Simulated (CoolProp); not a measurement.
Vapour-liquid equilibrium of R22 (1) + n-hexane (2) at 282.4 K; x and y are mole fractions of (1).

Computed with CoolProp (multi-fluid Helmholtz-energy mixture model, Kamei 1995 and Thol 2019; pair parameters Bell 2016).

Give the bubble pressure and the first vapour's composition at x = 0.2, 0.575, 0.95. Is there an azeotrope?

x = 0.2: 1.989 bar, y = 0.956; x = 0.575: 4.330 bar, y = 0.985; x = 0.95: 6.303 bar, y = 0.998. No azeotrope shows between x = 0.05 and 0.95.

The pair parameters rest on a limited set of measurements; away from them the model extrapolates. The gap from Raoult's law changes sign with composition, which may be real or a fault of the pair parameters; it wasn't checked against measurements.
